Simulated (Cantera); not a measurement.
Ignition delay

Mixture: 9.75 % CO, 1.85 % H2, 13.8 % O2, 74.6 % N2, at 975 Torr, adiabatic and at constant volume. Ignition delay is the time to a rise of 400 K.

Computed with Cantera and GRI-Mech 3.0 (53 species, 325 reactions). Where the delays flatten at high temperature, the 400 K rule measures the pace of heat release, not the induction time.

| T0 (K) | delay (ms) |
|---|---|
| 1175 | 0.166 |
| 1250 | 0.127 |
| 1325 | 0.107 |
| 1400 | 0.0963 |
| 1475 | 0.0913 |
| 1550 | 0.0902 |
| 1625 | 0.0925 |
| 1700 | 0.0978 |
| 1775 | 0.106 |
| 1850 | 0.117 |
